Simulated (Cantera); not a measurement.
Input: 1 mol SiC, 0.0016 mol O2, 2.2 mol N2, equilibrated at 0.510 Pa.

Method: chemical equilibrium by Gibbs-energy minimisation in Cantera with the NASA 1993 tables (ideal gas, pure condensed phases). Candidate condensed phases: C, Si, SiC, SiO2, Si2N2O, Si3N4; 34 gas species. N2 is the only nitrogen source here; it is nearly inert below about 1500 K, so the nitride shown seldom forms there in practice. Mutual solubility and eutectic melting of coexisting phases are not modelled. Kinetics and transport are ignored.

Q: Which condensed phases are stable at each of these points (T (K)): 973, 1073, 1173, 1273, 1373, 1473, 1573, 1673, 1773, 1873, 1973, 2073, 2173?

A: 
| T (K) | condensed phases | Si condensed (%) |
|---|---|---|
| 973 | C(graphite) + Si2N2O(s) + Si3N4(s) | 100.0 |
| 1073 | C(graphite) + SiC(s) + Si2N2O(s) | 100.0 |
| 1173 | SiC(s) + Si2N2O(s) | 100.0 |
| 1273 | SiC(s) + Si2N2O(s) | 99.9 |
| 1373 | SiC(s) | 99.8 |
| 1473 | SiC(s) | 99.8 |
| 1573 | SiC(s) | 99.7 |
| 1673 | SiC(s) | 99.7 |
| 1773 | C(graphite) + SiC(s) | 98.0 |
| 1873 | C(graphite) + SiC(s) | 85.8 |
| 1973 | C(graphite) | 0.0 |
| 2073 | C(graphite) | 0.0 |
| 2173 | C(graphite) | 0.0 |

At 973 K the condensed part is C(graphite) + Si2N2O(s) + Si3N4(s). At 1073 K the condensed part is C(graphite) + SiC(s) + Si2N2O(s). From 1173 K to 1273 K the condensed part is SiC(s) + Si2N2O(s). From 1373 K to 1673 K the condensed part is SiC(s). From 1773 K to 1873 K the condensed part is C(graphite) + SiC(s). From 1973 K to 2173 K the condensed part is C(graphite).
